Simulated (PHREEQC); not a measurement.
Dissolve 0.096 mol NaBr and 0.08 mol MnCl2 per kg of water at 20 °C. Closed to the air; pH follows from the charge balance.

Equilibrium calculation in PHREEQC: ion-association model, phreeqc.dat.

The pH is 6.21. The ionic strength comes out as 0.312 mol/kgw and the activity of water is 0.993. The density comes out as 1.014 g/cm³.

| species | molality | activity | log γ |
|---|---|---|---|
| Cl- | 0.148 | 0.101 | -0.164 |
| Br- | 0.0960 | 0.0631 | -0.182 |
| Na+ | 0.0960 | 0.0702 | -0.136 |
| Mn+2 | 0.0682 | 0.0197 | -0.539 |
| MnCl+ | 0.0114 | 0.00814 | -0.148 |
| MnCl2 | 0.000335 | 0.000360 | 0.031 |
| MnCl3- | 1.41e-5 | 1.00e-5 | -0.148 |

No solid was allowed to form. Species that the database lacks are ignored.
